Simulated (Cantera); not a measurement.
A perfectly stirred reactor is fed with NO : N2 = 1 : 3.7 (molar parts), at 0.200 bar; it is held at 1825 K, and followed from long to short residence time.

Detailed kinetics in Cantera: GRI-Mech 3.0 (53 species, 325 reactions).

One state of this run: x NO = 0.205; x N2O = 1.70e-5; x O = 2.92e-5; x N2 = 0.791; x O2 = 0.00399. x: mole fraction; the columns are a selection and need not sum to one.

Problem. Which value of τ (s) does it belong to?
A. 0.082
B. 1.3
C. 0.00031
D. 5.4

Solution. B, 1.3
